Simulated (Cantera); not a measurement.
Chlorosilane synthesis and conversion: Si + Cl₂ + H₂

Feed: 1 mol Si, 0.98 mol Cl₂, 0.77 mol H₂, at 827 °C and 0.133 bar.

Method: chemical equilibrium by Gibbs-energy minimisation in Cantera with the NASA 1993 tables (ideal gas, pure condensed phases). Candidate condensed phases: Si; 19 gas species. The tables' values for SiCl₃ are old estimates; treat these amounts as uncertain. Rates play no part.

| Quantity | Value |
|---|---|
| x(H₂) | 0.557 |
| x(SiCl₄) | 0.319 |
| x(SiHCl₃) | 0.0608 |
| x(HCl) | 0.0431 |
| x(SiCl₃) | 0.0125 |
| x(SiCl₂) | 0.00678 |
| x(SiH₂Cl₂) | 0.00139 |
| x(SiH₃Cl) | 8.42e-6 |
| n(Si(s)) | 0.495 mol |
| gas amount | 1.262 mol |
